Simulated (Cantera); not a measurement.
A Cantera script and what it prints.

```python
import numpy as np
import cantera as ct

gas_names = """
    Cr CrN N N2
""".split()
cond_names = """
    Cr(cr) Cr(L) CrN(s) Cr2N(s)
""".split()


def load(file, names, dense=False):
    # The tables refer to 1 bar. Condensed volumes are neglected.
    table = {s.name: s for s in ct.Species.list_from_file(file)}
    out = []
    for n in names:
        d = dict(table[n].input_data)
        d["thermo"] = dict(d["thermo"], **{"reference-pressure": 1e5})
        if dense:
            d["equation-of-state"] = {"model": "constant-volume", "density": "1e6 g/cm^3"}
        out.append(ct.Species.from_dict(d))
    return out


gas = ct.Solution(thermo="ideal-gas", species=load("nasa_gas.yaml", gas_names))
cond = {s.name: ct.Solution(thermo="fixed-stoichiometry", species=[s], name=s.name)
        for s in load("nasa_condensed.yaml", cond_names, dense=True)}
atoms = {
    'Cr': {'Cr': 1},
    'N2': {'N': 2},
}
top_T = {'CrN(s)': 1900, 'Cr2N(s)': 1900}  # K; cautious upper limits of use, not melting points


def equilibrate(T, P, feed):
    n = {}
    for name, mol in feed.items():
        for a, k in atoms[name].items():
            n[a] = n.get(a, 0.0) + k * mol
    gas.TPX = T, P, n
    mass = sum(n.values()) * gas.mean_molecular_weight
    gas.equilibrate("TP")
    valid = [c for c in cond.values() if c.min_temp <= T <= top_T.get(c.name, c.max_temp)]
    mix = ct.Mixture([(gas, mass / gas.mean_molecular_weight)] + [(c, 0.0) for c in valid])
    mix.T, mix.P = T, P
    mix.equilibrate("TP", solver="vcs", rtol=1e-11, max_steps=5000)
    return mix


results = []
feed = {'Cr': 1, 'N2': 26}  # mol
P = 6  # Pa
for T in [1550, 1650, 1750, 1850, 1950, 2050, 2150, 2250, 2350, 2450, 2550]:
    mix = equilibrate(T, P, feed)
    results.append((T, P, feed, dict(zip(mix.species_names, mix.species_moles))))

top = {s: max(r[3][s] / sum(r[3][g] for g in gas_names) for r in results) for s in gas_names}
cols = sorted((s for s in top if top[s] > 0.001), key=lambda s: -top[s])[:8]
seen = [c for c in cond_names if any(r[3].get(c, 0) > 1e-12 for r in results)]
print("log10 of partial pressures in bar; condensed amounts in mol")
print(f"{'T/K':>10s}" + "".join(f"{s[:9]:>10s}" for s in cols + seen))
for T, P, feed, n in results:
    ng = sum(n[g] for g in gas_names)
    print(f"{T:10.4g}" + "".join(f"{np.log10(max(n[s] / ng * P / 1e5, 1e-99)):10.3f}" for s in cols)
          + "".join(f"{n.get(c, 0):10.4g}" for c in seen))
```

Result:

```
log10 of partial pressures in bar; condensed amounts in mol
       T/K        N2        Cr    Cr(cr)
      1550    -4.233    -5.818     0.324
      1650    -4.238    -5.653         0
      1750    -4.238    -5.653         0
      1850    -4.238    -5.653         0
      1950    -4.238    -5.653         0
      2050    -4.238    -5.653         0
      2150    -4.238    -5.653         0
      2250    -4.238    -5.653         0
      2350    -4.238    -5.653         0
      2450    -4.238    -5.653         0
      2550    -4.238    -5.653         0
```

Equilibrium computed with Cantera from the NASA thermochemical tables; the gas is ideal and each condensed phase is pure.
